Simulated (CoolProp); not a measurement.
Decamethylcyclopentasiloxane (D5) along the isotherm 331.75 °C: fugacity coefficient from the reference equation and from simpler models built on Tc = 345.1 °C, pc = 1.078 MPa, ω = 0.631; each cubic takes its own stable root.

Computed with CoolProp (reference Helmholtz-energy equation of state, Thol 2019).

| p (MPa) | phase | reference |
|---|---|---|
| 0.00511 | gas | 0.9982 |
| 0.00796 | gas | 0.9971 |
| 0.0124 | gas | 0.9955 |
| 0.0193 | gas | 0.9931 |
| 0.03 | gas | 0.9892 |
| 0.0468 | gas | 0.9832 |
| 0.0729 | gas | 0.9739 |
| 0.113 | gas | 0.9596 |
| 0.177 | gas | 0.9369 |
| 0.275 | gas | 0.9024 |
| 0.428 | gas | 0.8489 |
| 0.667 | gas | 0.7654 |
| 1.04 | liquid | 0.5981 |
| 1.62 | liquid | 0.4163 |

**Question.** How far does each simpler model (van der Waals, Redlich-Kwong, Soave-Redlich-Kwong) lie from the reference over these 14 states: mean and median of the absolute difference, and the worst?

**Answer.** 
- van der Waals: mean 3.4 %, median 0.7 %, worst +19.6 % at 331.75 °C and 1.62 MPa
- Redlich-Kwong: mean 1.5 %, median 0.2 %, worst +9.5 % at 331.75 °C and 1.62 MPa
- Soave-Redlich-Kwong: mean 0.8 %, median 0.1 %, worst +5.3 % at 331.75 °C and 1.62 MPa
